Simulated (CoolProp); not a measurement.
Vapour-liquid equilibrium of R1234ze(E) (1) + R227EA (2) at 3.39 bar; x and y are mole fractions of (1).

Values from CoolProp's multi-fluid Helmholtz-energy mixture model, Thol 2016 and Lemmon 2016; pair parameters Bell 2023.

```csv
x,bubble temperature (K),y at the bubble point,dew temperature at overall composition x (K),liquid density (mol/L)
0.05,288.6,0.057,288.7,8.473
0.125,288.2,0.140,288.3,8.608
0.2,287.9,0.221,288.0,8.747
0.275,287.6,0.299,287.7,8.890
0.35,287.3,0.376,287.4,9.037
0.425,287.0,0.450,287.1,9.188
0.5,286.8,0.523,286.8,9.345
0.575,286.6,0.594,286.6,9.506
0.65,286.4,0.665,286.4,9.673
0.725,286.2,0.736,286.3,9.846
0.8,286.1,0.806,286.1,10.03
0.875,286.0,0.878,286.0,10.21
0.95,286.0,0.951,286.0,10.40
```

No azeotrope shows between x = 0.05 and 0.95.

The pair parameters rest on a limited set of measurements; away from them the model extrapolates.
